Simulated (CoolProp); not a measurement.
Properties of carbon monoxide at several states.

Values from CoolProp's reference Helmholtz-energy equation of state, Lemmon 2006. It is a short technical equation, of lower accuracy than the large ones.

```
T (K)  p (kPa)  phase  density (kg/m³)  Joule-Thomson coefficient (K/MPa)  isothermal compressibility (1/MPa)  expansivity (1/kK)
-----  -------  -----  ---------------  ---------------------------------  ----------------------------------  ------------------
189.5      136    gas            2.428                         (withheld)                               7.385               5.355
116.1     22.2    gas           0.6462                         (withheld)                               45.19               8.691
321.4      328    gas            3.440                         (withheld)                               3.050               3.136
```

**Question.** What belongs in the gaps?

**Answer.** 
- 189.5, Joule-Thomson coefficient (K/MPa): 5.816
- 116.1, Joule-Thomson coefficient (K/MPa): 13.41
- 321.4, Joule-Thomson coefficient (K/MPa): 2.155
